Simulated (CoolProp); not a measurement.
Saturation properties of oxygen.

Model: reference Helmholtz-energy equation of state, Schmidt 1985, in CoolProp.

```csv
T (K),p (bar),liquid cp (kJ/(kg K)),surface tension (mN/m)
84.3,(withheld),(withheld),(withheld)
87.9,0.7923,1.694,13.7
91.6,1.172,1.703,12.8
95.2,1.662,1.716,11.9
98.9,2.313,1.732,11.0
102.5,3.117,1.751,10.1
106.2,(withheld),1.776,9.26
109.8,5.359,1.805,8.42
113.5,6.865,1.841,7.58
117.2,8.658,1.886,6.75
120.8,10.70,1.940,5.96
124.5,(withheld),(withheld),5.17
```

Task: Some entries are withheld; supply them.

Result: 
- 84.3, p (bar): 0.5226
- 84.3, liquid cp (kJ/(kg K)): 1.687
- 84.3, surface tension (mN/m): 14.6
- 106.2, p (bar): 4.142
- 124.5, p (bar): 13.15
- 124.5, liquid cp (kJ/(kg K)): 2.010

It boils at 90.2 K under 1 atm.

Surface tension comes from a separate correlation (Mulero 2012).
